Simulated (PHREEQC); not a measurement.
**Copper plating or etch bath: an equilibrium model**

Solution (25 °C): 95 mmol/kgw CuCl2, 0.55 mmol/kgw HNO3 and 2.3 mmol/kgw NaCl. Closed to the air; pH follows from the charge balance.

Model: ion-association model, phreeqc.dat, run in PHREEQC.

Precipitation was switched off in this run.

Question: Predict the pH, density.

Answer: pH 3.36; density 1.009 g/cm³.

Question: In which forms is Cu present?

Answer: Cu+2 87 %, CuCl+ 13 %, CuCl2 0.6 % of the Cu.

Species that the database lacks are ignored.
